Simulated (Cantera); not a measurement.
Mixture: 10.4 % CO, 5.82 % H2, 15.0 % O2, 56.4 % N2, 12.5 % CO2, at 278 Torr, adiabatic and at constant pressure. Ignition delay is the time to a rise of 400 K.

Computed with Cantera and GRI-Mech 3.0 (53 species, 325 reactions). Where the delays flatten at high temperature, the 400 K rule measures the pace of heat release, not the induction time.

Question: Predict: delay at 1325 K; delay at 1400 K; delay at 1475 K; delay at 1550 K; delay at 1625 K.

Answer: 
```
Quantity           Result
---------------  --------
delay at 1325 K  0.368 ms
delay at 1400 K  0.398 ms
delay at 1475 K  0.449 ms
delay at 1550 K  0.519 ms
delay at 1625 K  0.605 ms
```
